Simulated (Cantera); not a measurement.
What does this Cantera script print?

```python
import numpy as np
import cantera as ct

gas = ct.Solution("h2o2.yaml")
gas.TPX = 1100, 1333, {'H2': 0.041, 'O2': 1}
inlet = ct.Reservoir(gas, clone=True)

reactor = ct.IdealGasConstPressureReactor(gas, energy="off", clone=False)
exhaust = ct.Reservoir(gas, clone=True)
tau = [1.2, 0.61, 0.32, 0.17, 0.087, 0.045, 0.024, 0.012, 0.0065, 0.0034, 0.0018][0]
for a, b in ((inlet, reactor), (reactor, exhaust)):
    ct.MassFlowController(a, b, mdot=lambda t: reactor.mass / tau)
net = ct.ReactorNet([reactor])
show = ['H2', 'O2', 'H2O', 'H', 'H2O2', 'OH']

rows = []
print(f"{'tau/s':>10s}{'T/K':>9s}" + "".join(f"{s:>11s}" for s in show))
for tau in [1.2, 0.61, 0.32, 0.17, 0.087, 0.045, 0.024, 0.012, 0.0065, 0.0034, 0.0018]:
    net.initial_time = 0.0
    net.advance(30 * tau)
    before = gas.X
    net.advance(40 * tau)
    drift = np.max(np.abs(gas.X - before) / (gas.X + 1e-9))
    rows.append([gas.T, *gas[show].X, drift])
    print(f"{tau:10.3e}{gas.T:9.1f}" + "".join(f"{x:11.3e}" for x in gas[show].X))
```

Result:

```
     tau/s      T/K         H2         O2        H2O          H       H2O2         OH
 1.200e+00   1100.0  1.815e-04  9.576e-01  3.958e-02  1.372e-04  7.102e-08  5.803e-04
 6.100e-01   1100.0  2.676e-04  9.565e-01  3.933e-02  2.608e-04  7.814e-08  7.301e-04
 3.200e-01   1100.0  3.872e-04  9.551e-01  3.898e-02  4.731e-04  8.506e-08  9.074e-04
 1.700e-01   1100.0  5.569e-04  9.531e-01  3.848e-02  8.272e-04  9.221e-08  1.119e-03
 8.700e-02   1100.0  8.221e-04  9.504e-01  3.770e-02  1.438e-03  1.007e-07  1.390e-03
 4.500e-02   1100.0  1.217e-03  9.473e-01  3.660e-02  2.343e-03  1.111e-07  1.705e-03
 2.400e-02   1100.0  1.793e-03  9.442e-01  3.518e-02  3.489e-03  1.244e-07  2.051e-03
 1.200e-02   1100.0  2.810e-03  9.413e-01  3.312e-02  4.941e-03  1.458e-07  2.480e-03
 6.500e-03   1100.0  4.272e-03  9.398e-01  3.076e-02  6.147e-03  1.726e-07  2.889e-03
 3.400e-03   1100.0  6.779e-03  9.397e-01  2.755e-02  7.002e-03  2.085e-07  3.307e-03
 1.800e-03   1100.0  1.077e-02  9.414e-01  2.335e-02  7.043e-03  2.439e-07  3.593e-03
```

Model: the H2/O2 subset of GRI-Mech 3.0, which has no nitrogen chemistry, integrated in Cantera. Radical loss at walls, strong at low pressure, is not modelled. The temperature is held fixed by assumption; the heat of reaction is taken as removed at once.
